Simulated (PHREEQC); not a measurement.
Make-up at 55 °C: 30 mmol/kgw ZnCl2 and 6.6 mmol/kgw HCl. Closed to the air; pH follows from the charge balance.

The numbers come from PHREEQC with the ion-association model, wateq4f.dat.

This is a speciation only: nothing precipitates in the calculation.

Q: Estimate the pH, ionic strength.

A: pH 2.27; ionic strength 0.0853 mol/kgw.

Q: In which forms is Cl present?

A: Cl- 91 %, ZnCl+ 7.9 %, ZnCl2 0.7 % of the Cl.

At this temperature some constants are extrapolated from 25 °C, and those without enthalpy data are left unchanged.
